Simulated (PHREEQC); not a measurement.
Model water analysis in mg/L, 20 °C, pH 6.38, pe -1.5:

```tsv
constituent	mg/L
Na	5150
K	177
Ca	155
Mg	848
Cl	10400
S(6) as SO4	840
Alkalinity as HCO3	2.82e-08
Mn(2)	22.2
N(-3) as NH4	12.7
```

Valence states are taken as typed.

All values are PHREEQC results (ion-association model, phreeqc.dat), not measurements.

Each row changes one thing in this solution. This is a speciation only: nothing precipitates in the calculation.

```csv
case,ionic strength (mol/kgw),SO4-2 (mol/kgw),MgSO4 (mol/kgw),NaSO4- (mol/kgw),Mn+2 (mol/kgw),CaSO4 (mol/kgw),SI of Gypsum (CaSO4:2H2O),SI of Halite (NaCl)
as made,0.350,0.00499,0.00232,0.00134,0.000295,0.000198,-1.33,-3.04
S(6) from 840 to 1680 mg/L,0.357,0.0102,0.00441,0.00270,…,0.000382,-1.04,-3.05
Mn(2) from 22.2 to 11.1 mg/L,0.350,0.00499,0.00232,0.00134,…,0.000198,-1.33,-3.04
```

Problem. Fill in the missing entries.

Solution. 
- S(6) from 840 to 1680 mg/L, Mn+2 (mol/kgw): 0.000285
- Mn(2) from 22.2 to 11.1 mg/L, Mn+2 (mol/kgw): 0.000147
